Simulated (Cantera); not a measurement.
Cantera run, input and output.

```python
import numpy as np
import cantera as ct

gas = ct.Solution("gri30.yaml")
gas.TPX = 1150, 150, {'H2': 0.048, 'O2': 1}
inlet = ct.Reservoir(gas, clone=True)

reactor = ct.IdealGasConstPressureReactor(gas, energy="off", clone=False)
exhaust = ct.Reservoir(gas, clone=True)
tau = [0.81, 0.35, 0.15, 0.065, 0.028, 0.012, 0.0052][0]
for a, b in ((inlet, reactor), (reactor, exhaust)):
    ct.MassFlowController(a, b, mdot=lambda t: reactor.mass / tau)
net = ct.ReactorNet([reactor])
show = ['H2', 'O2', 'H2O2', 'H', 'O']

rows = []
print(f"{'tau/s':>10s}{'T/K':>9s}" + "".join(f"{s:>11s}" for s in show))
for tau in [0.81, 0.35, 0.15, 0.065, 0.028, 0.012, 0.0052]:
    net.initial_time = 0.0
    net.advance(30 * tau)
    before = gas.X
    net.advance(40 * tau)
    drift = np.max(np.abs(gas.X - before) / (gas.X + 1e-9))
    rows.append([gas.T, *gas[show].X, drift])
    print(f"{tau:10.3e}{gas.T:9.1f}" + "".join(f"{x:11.3e}" for x in gas[show].X))
```

Result:

```
     tau/s      T/K         H2         O2       H2O2          H          O
 8.100e-01   1150.0  8.347e-04  9.260e-01  1.020e-08  5.634e-03  2.389e-02
 3.500e-01   1150.0  1.189e-03  9.225e-01  1.091e-08  7.019e-03  2.663e-02
 1.500e-01   1150.0  1.861e-03  9.213e-01  1.271e-08  8.120e-03  2.721e-02
 6.500e-02   1150.0  3.220e-03  9.220e-01  1.616e-08  9.001e-03  2.586e-02
 2.800e-02   1150.0  6.004e-03  9.245e-01  2.164e-08  9.498e-03  2.281e-02
 1.200e-02   1150.0  1.151e-02  9.291e-01  2.787e-08  8.985e-03  1.820e-02
 5.200e-03   1150.0  2.157e-02  9.366e-01  2.861e-08  6.596e-03  1.204e-02
```

Computed with Cantera and GRI-Mech 3.0 (53 species, 325 reactions). Radical loss at walls, strong at low pressure, is not modelled. The temperature is held fixed by assumption; the heat of reaction is taken as removed at once.
